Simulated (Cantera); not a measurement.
Feed: 1 mol SiH₄, 8.7 mol NO, 0.4 mol H₂, held at 750 °C and 50.0 Pa.

Equilibrium computed with Cantera from the NASA thermochemical tables; the gas is ideal and each condensed phase is pure. Candidate condensed phases: H₂O, Si, SiO₂, Si₂N₂O, Si₃N₄; 35 gas species. Equilibrium is a limit: real reactors are often held back by kinetics, nucleation or transport.

Base state: N₂ 0.489, H₂O 0.270, O₂ 0.242, NO 3.39e-5 (mole fractions); condensed: SiO₂(β-quartz).

Question: What changes in the equilibrium state with this change: NO from 8.7 to 0.47 mol?

Answer: 
| species | before | after |
|---|---|---|
| H₂ | 4.21e-9 | 1.000 |
| H₂O | 0.270 | 1.70e-9 |
| N₂ | 0.489 | <1e-9 |
| O₂ | 0.242 | <1e-9 |
| NO | 3.39e-5 | <1e-9 |
| SiO₂(β-quartz), mol | 1.00 | 0.117 |
| Si(s), mol | 0 | 0.412 |
| Si₂N₂O(s), mol | 0 | 0.235 |
Mutual solubility and eutectic melting of coexisting phases are not modelled.

Question: What changes in the equilibrium state with this change: SiH₄ replaced by HMDSO?

Answer: 
| species | before | after |
|---|---|---|
| H₂ | 4.21e-9 | 0.483 |
| CO | 0 | 0.293 |
| N₂ | 0.489 | 0.224 |
| H₂O | 0.270 | 1.93e-5 |
| O₂ | 0.242 | <1e-9 |
| NO | 3.39e-5 | <1e-9 |
| CO₂ | 0 | 1.53e-5 |
| SiO₂(β-quartz), mol | 1.00 | 2.00 |
| C(graphite), mol | 0 | 0.300 |
The feed counts by its element totals alone. Further candidate phases: C, C₆H₆, C₇H₈, C₈H₁₈, SiC.

Question: What changes in the equilibrium state with this change: NO from 8.7 to 0.48 mol?

Answer: 
```
species               before    after
-------------------  -------  -------
H₂                   4.21e-9    1.000
H₂O                    0.270  1.70e-9
N₂                     0.489    <1e-9
O₂                     0.242    <1e-9
NO                   3.39e-5    <1e-9
SiO₂(β-quartz), mol     1.00    0.120
Si(s), mol                 0    0.400
Si₂N₂O(s), mol             0    0.240
```
Mutual solubility and eutectic melting of coexisting phases are not modelled.
